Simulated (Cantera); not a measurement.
An isothermal, constant-pressure homogeneous reactor starts with C2H6 : N2 = 1 : 17 (molar parts), at 1750 K and 0.0148 atm.

Model: GRI-Mech 3.0 (53 species, 325 reactions), integrated in Cantera. GRI-Mech 3.0 stops at C3 and has no aromatics, soot or wall deposition, so with more carbon than oxygen in the feed, carbon stays in small species such as C2H2 where larger ones or solid carbon would form. Radical loss at walls, strong at low pressure, is not modelled.

One state of this run: x C2H6 = 6.25e-5; x H2 = 0.0681; x CH3 = 0.00446; x C2H = 4.22e-6; x C2H4 = 0.00953; x CH2 = 3.32e-5; x H = 0.00125. x: mole fraction; the columns are a selection and need not sum to one.

### Question
Which value of t (s) does it belong to?
A. 5.38
B. 0.00205
C. 0.0283
D. 1.45

### Answer
B, 0.00205
